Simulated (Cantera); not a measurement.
**Thermodynamics of carbon deposition, reforming and gasification, feed C + O2 + H2**

Input: 1 mol C, 0.0078 mol O2, 1.3 mol H2, equilibrated at 1950 K.

Cantera equilibrium calculation (NASA polynomials, part measured and part estimated; ideal gas, pure solids and liquids). Candidate condensed phases: C, C6H6, C7H8, C8H18, H2O; 110 gas species. The ideal-gas law is rough above about 30 bar. Rates play no part.

From 10.0 Pa to 100 bar the condensed part is C(graphite). The main C-bearing gas is CO at 10.0 Pa and CH4 at 100 bar.

```
P (Pa)     x H2       x H     x CH4    x CO  x C2H2 (acetylene)    x C2H4  n C(graphite)
--------  -----  --------  --------  ------  ------------------  --------  -------------
10        0.881     0.108   3.77e-8  0.0112            0.000481  3.80e-10          0.983
72        0.946    0.0416   3.14e-7  0.0116            0.000517   3.16e-9          0.983
520       0.972    0.0157   2.39e-6  0.0118            0.000531   2.41e-8          0.983
3700      0.982   0.00590   1.73e-5  0.0118            0.000537   1.75e-7          0.983
27000     0.985   0.00219  0.000128  0.0118            0.000539   1.29e-6          0.983
190000    0.986  0.000826  0.000898  0.0119            0.000539   9.06e-6          0.982
1400000   0.981  0.000303   0.00655  0.0119            0.000536   6.60e-5          0.974
10000000  0.943  0.000111    0.0433  0.0122            0.000515  0.000436          0.927
```
x: gas mole fraction; n: condensed amount in mol.
